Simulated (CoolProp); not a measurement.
Ammonia along the isobar 3.61 MPa: fugacity coefficient from the reference equation and from simpler models built on Tc = 405.6 K, pc = 11.36 MPa, ω = 0.256; each cubic takes its own stable root.

Model: reference Helmholtz-energy equation of state, Gao 2020, in CoolProp.

```
T (K)   phase  reference  van der Waals  Peng-Robinson
-----  ------  ---------  -------------  -------------
334.8  liquid     0.6254         0.8513         0.6437
366.7     gas     0.8330         0.8804         0.8409
398.6     gas     0.8772         0.9022         0.8766
430.4     gas     0.9070         0.9190         0.9031
462.3     gas     0.9283         0.9322         0.9233
494.1     gas     0.9439         0.9428         0.9390
526       gas     0.9557         0.9514         0.9513
557.9     gas     0.9647         0.9585         0.9611
589.7     gas     0.9717         0.9643         0.9689
621.6     gas     0.9773         0.9692         0.9752
653.5     gas     0.9818         0.9733         0.9804
```

At some of these states van der Waals gives the other phase, because its saturation line lies elsewhere.
